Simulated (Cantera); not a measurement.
An isothermal, constant-pressure homogeneous reactor starts with 4.17 % C₂H₄, 95.8 % H₂, at 1198 K and 1.88 Torr.

Model: GRI-Mech 3.0 (53 species, 325 reactions), integrated in Cantera. GRI-Mech 3.0 was tuned for natural gas; its chemistry of ethylene as a main component is partial and can be far from experiment. GRI-Mech 3.0 stops at C3 and has no aromatics, soot or wall deposition, so with more carbon than oxygen in the feed, carbon stays in small species such as C2H2 where larger ones or solid carbon would form. Radical loss at walls, strong at low pressure, is not modelled.

Q: Predict: x(C₂H₄) at 50.0 s; x(H₂) at 50.0 s; x(C₂H₆) at 50.0 s; x(CH₃) at 50.0 s; x(H) at 50.0 s.

A: 
- x(C₂H₄) at 50.0 s = 0.0325 (gas-phase equilibrium 0.000881)
- x(H₂) at 50.0 s = 0.959 (gas-phase equilibrium 0.949)
- x(C₂H₆) at 50.0 s = 9.40e-6 (gas-phase equilibrium 3.25e-7)
- x(CH₃) at 50.0 s = 5.30e-9 (gas-phase equilibrium 1.51e-6)
- x(H) at 50.0 s = 3.20e-6 (gas-phase equilibrium 3.73e-6)
